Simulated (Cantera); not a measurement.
Charge: 1 mol Al(CH3)3, 1.5 mol N2, equilibrated at 1973 K and 5.30 mbar.

These are equilibrium values from Cantera (NASA tables, ideal gas, pure condensed phases), not measurements of a reactor. Candidate condensed phases: Al, AlN, C, C6H6, C7H8, C8H18; 97 gas species. The feed counts by its element totals alone. The numbers say what is thermodynamically allowed, not how fast it happens.

Base state: H2 0.711, N2 0.195, Al 0.0717, H 0.0156, HCN 0.00492, AlH 0.00131, C2H2 (acetylene) 0.000456, HNC 0.000266 (mole fractions); condensed: AlN(s) + C(graphite).

Task: What changes in the equilibrium state with this change: temperature from 1973 K to 1123 K?

Result: 
| species | before | after |
|---|---|---|
| H2 | 0.711 | 0.818 |
| N2 | 0.195 | 0.182 |
| CH4 | 1.22e-6 | 0.000104 |
| Al | 0.0717 | <1e-9 |
| H | 0.0156 | 5.29e-7 |
| AlH | 0.00131 | <1e-9 |
| C2H2 (acetylene) | 0.000456 | 1.80e-8 |
| HNC | 0.000266 | 3.80e-8 |
| HCN | 0.00492 | 1.15e-5 |
| AlN(s), mol | 0.545 | 1.00 |
| C(graphite), mol | 2.96 | 3.00 |

Task: What changes in the equilibrium state with this change: temperature from 1973 K to 848 K?

Result: 
```
species             before    after
----------------  --------  -------
H2                   0.711    0.816
N2                   0.195    0.182
CH4                1.22e-6  0.00226
Al                  0.0717    <1e-9
H                   0.0156    <1e-9
AlH                0.00131    <1e-9
C2H2 (acetylene)  0.000456    <1e-9
HNC               0.000266    <1e-9
HCN                0.00492  1.13e-7
AlN(s), mol          0.545     1.00
C(graphite), mol      2.96     2.99
```
